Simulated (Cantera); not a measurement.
A closed system holds: 1 mol FeS, 0.55 mol H₂S, 0.64 mol N₂, 0.22 mol SO₃, held at 927 °C and 100000 Pa.

Cantera equilibrium calculation (NASA polynomials, part measured and part estimated; ideal gas, pure solids and liquids). Candidate condensed phases: Fe, FeO, Fe(OH)₂, Fe(OH)₃, FeS, FeSO₄, FeS₂, Fe₂O₃, Fe₂(SO₄)₃, Fe₃O₄, H₂O, H₂SO₄, S; 38 gas species. FeS: taken at fixed stoichiometry. Gases not in the tables: S₃ to S₇. The numbers say what is thermodynamically allowed, not how fast it happens.

Q: What is the equilibrium state?

A: 
```
Quantity                                  Result
-------------------------------------  ---------
x(N₂)                                      0.406
x(H₂O)                                     0.272
x(S₂)                                      0.170
x(SO₂)                                    0.0716
x(H₂S)                                    0.0696
x(H₂)                                    0.00758
x(S₂O)                                   0.00382
x(SH)                                   0.000131
x(SO)                                   0.000129
n(FeS(s))                               1.00 mol
gas amount                             1.577 mol
log10 activity of S(l) (absent)            -1.19
log10 activity of Fe(γ) (absent)           -3.34
log10 activity of Fe(OH)₂(s) (absent)      -7.01
```
